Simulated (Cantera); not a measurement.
Feed: 1 mol SiCl4, 4.1 mol O3, 51 mol N2, held at 1423 K and 10.5 Torr.

Equilibrium computed with Cantera from the NASA thermochemical tables; the gas is ideal and each condensed phase is pure. Candidate condensed phases: Si, SiO2, Si2N2O, Si3N4; 23 gas species. The tables hold silica as quartz up to 1696 K and as liquid above; real silica turns to tridymite and cristobalite and melts near 1996 K. Kinetics and transport are ignored.

Base state: N2 0.861, O2 0.0867, Cl 0.0359, Cl2 0.0158, NO 0.000553, ClO 3.41e-5 (mole fractions); condensed: SiO2(β-quartz).

Q: What changes in the equilibrium state with this change: O3 from 4.1 to 0.053 mol?

A: 
| species | before | after |
|---|---|---|
| N2 | 0.861 | 0.977 |
| SiCl4 | <1e-9 | 0.0175 |
| Cl | 0.0359 | 0.00544 |
| O2 | 0.0867 | <1e-9 |
| Cl2 | 0.0158 | 0.000362 |
| NO | 0.000553 | 2.72e-9 |
| SiCl3 | <1e-9 | 7.53e-5 |
| ClO | 3.41e-5 | <1e-9 |
| SiO2(β-quartz), mol | 1.00 | 0.0795 |
The tables' values for SiCl3 are old estimates; treat these amounts as uncertain.

Q: What changes in the equilibrium state with this change: temperature from 1423 K to 1875 K?

A: 
| species | before | after |
|---|---|---|
| N2 | 0.861 | 0.846 |
| O2 | 0.0867 | 0.0836 |
| Cl | 0.0359 | 0.0658 |
| Cl2 | 0.0158 | 0.000309 |
| O | 3.35e-6 | 0.000588 |
| NO | 0.000553 | 0.00347 |
| SiO2(β-quartz), mol | 1.00 | 0 |
| SiO2(condensed), mol | 0 | 1.000 |
